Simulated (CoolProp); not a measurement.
R1336mzz(Z) along the isobar 3.34 MPa: fugacity coefficient from the reference equation and from simpler models built on Tc = 444.5 K, pc = 2.904 MPa, ω = 0.386; each cubic takes its own stable root.

Values from CoolProp's reference Helmholtz-energy equation of state, McLinden 2020.

```tsv
T (K)	phase	reference
207	liquid	9.881e-5
210.5	liquid	0.0001367
214.1	liquid	0.0001884
217.6	liquid	0.0002542
221.1	liquid	0.0003390
224.7	liquid	0.0004506
228.2	liquid	0.0005880
231.8	liquid	0.0007651
235.3	liquid	0.0009791
238.8	liquid	0.001242
242.4	liquid	0.001571
245.9	liquid	0.001959
249.5	liquid	0.002439
253	liquid	0.002995
256.5	liquid	0.003651
260.1	liquid	0.004446
```

How far does each simpler model (van der Waals, Peng-Robinson) lie from the reference over these 16 states: mean and median of the absolute difference, and the worst?


- van der Waals: mean 7120.5 %, median 5008.9 %, worst +20646.9 % at 207 K and 3.34 MPa
- Peng-Robinson: mean 8.4 %, median 7.6 %, worst +15.9 % at 207 K and 3.34 MPa
